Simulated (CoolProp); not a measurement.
200 sccm (0 °C, 1 atm) of nitrogen bubbles through liquid n-undecane at 325.4 K and leaves saturated at a total pressure of 0.00783 MPa (ideal gas phase). Each further row changes one setting.

The numbers come from the reference Helmholtz-energy equation of state, Aleksandrov 2011 in CoolProp. It is a short technical equation, of lower accuracy than the large ones.

| case | vapour pressure (kPa) | mole fraction of vapour | delivery (mg/min) | delivery (sccm) | change of delivery for a bath 1 K warmer (%) |
|---|---|---|---|---|---|
| as stated | 0.374 | 0.0477 | 69.9 | ___ | ___ |
| bath temperature 330.4 K | ___ | ___ | 96.1 | 13.8 | 6.5 |
| total pressure 0.0157 MPa | 0.374 | ___ | ___ | ___ | 6.5 |

### Question
Complete the blanks.

### Answer

- as stated, delivery (sccm): 10.0
- as stated, change of delivery for a bath 1 K warmer (%): 6.6
- bath temperature 330.4 K, vapour pressure (kPa): 0.505
- bath temperature 330.4 K, mole fraction of vapour: 0.0645
- total pressure 0.0157 MPa, mole fraction of vapour: 0.0238
- total pressure 0.0157 MPa, delivery (mg/min): 34.0
- total pressure 0.0157 MPa, delivery (sccm): 4.87
